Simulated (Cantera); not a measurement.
An isothermal, constant-pressure homogeneous reactor starts with 4.49 % CH₄, 93.6 % H₂, 1.87 % H, at 2925 K and 30000 Pa.

Detailed kinetics in Cantera: GRI-Mech 3.0 (53 species, 325 reactions). GRI-Mech 3.0 stops at C3 and has no aromatics, soot or wall deposition, so with more carbon than oxygen in the feed, carbon stays in small species such as C2H2 where larger ones or solid carbon would form.

One state of this run: x CH₄ = 3.43e-5; x H₂ = 0.850; x H = 0.130; x C₂H₂ = 0.0197; x CH₂ = 2.36e-5; x C₂H = 0.000463; x CH₃ = 8.50e-5. x: mole fraction; the columns are a selection and need not sum to one.

**Question.** Which value of t (s) does it belong to?
A. 0.00149
B. 6.02e-6
C. 1.10
D. 0.000494

**Answer.** D, 0.000494
